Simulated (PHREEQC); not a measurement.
Dissolve 0.0051 mol NaOH and 6.1e-05 mol Na2SiO3 per kg of water at 25 °C. Closed to the air; pH follows from the charge balance.

The numbers come from PHREEQC with the ion-association model, phreeqc.dat.

Each row changes one thing in this solution. No solid was allowed to form.

```csv
case,pH,ionic strength (mol/kgw),H3SiO4- (mol/kgw),H2SiO4-2 (mol/kgw),H4SiO4 (mol/kgw),SI of Quartz (SiO2)
as made,11.67,0.00522,5.79e-5,2.32e-6,7.70e-7,-2.13
NaOH replaced by NaHS at the same molality,9.90,[?],3.41e-5,[?],2.69e-5,-0.59
0.0016 mol/kgw LiNO3 added,11.67,0.00682,5.79e-5,2.36e-6,7.69e-7,-2.13
Na2SiO3 from 6.1e-05 to 6.71e-05 mol/kgw,11.67,0.00524,6.37e-5,2.56e-6,8.46e-7,-2.09
Na2SiO3 from 6.1e-05 to 5.49e-05 mol/kgw,11.67,0.00521,[?],2.09e-6,6.94e-7,-2.18
```

Problem. Some entries are withheld; supply them.

Solution. 
- NaOH replaced by NaHS at the same molality, ionic strength (mol/kgw): 0.00523
- NaOH replaced by NaHS at the same molality, H2SiO4-2 (mol/kgw): 2.30e-8
- Na2SiO3 from 6.1e-05 to 5.49e-05 mol/kgw, H3SiO4- (mol/kgw): 5.21e-5
